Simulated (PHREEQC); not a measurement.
Model water analysis in mg/L, 20 °C, pH 3.6, pe 12.4: Na 53.3; K 44.9; Ca 281; Mg 11.7; Cl 177; S(6) as SO4 676; B 0.0334; Fe(3) 0.297.

Na is adjusted to close the charge balance.
Valence states are taken as typed.

The numbers come from PHREEQC with the ion-association model, phreeqc.dat.

Each row changes one thing in this solution. This is a speciation only: nothing precipitates in the calculation.

```csv
case,ionic strength (mol/kgw),Ca+2 (mol/kgw),SO4-2 (mol/kgw),CaSO4 (mol/kgw),Mg+2 (mol/kgw),MgSO4 (mol/kgw),SI of Gypsum (CaSO4:2H2O),SI of Jarosite-K (KFe3(SO4)2(OH)6)
as made,0.0269,0.00552,0.00529,0.00150,0.000362,0.000120,-0.47,+0.54
Cl from 177 to 354 mg/L,0.0322,0.00561,0.00533,0.00141,0.000369,0.000113,-0.50,+0.48
temperature from 20 to 25 °C at the same typed pH,0.0267,0.00549,0.00524,0.00153,0.000351,0.000131,-0.48,+0.55
all concentrations times 2 at the same typed pH,0.0505,0.0103,0.00975,0.00374,0.000668,0.000297,-0.08,+1.73
```

Some of these states are supersaturated (in Jarosite-K, Hematite (slow to form), for instance).
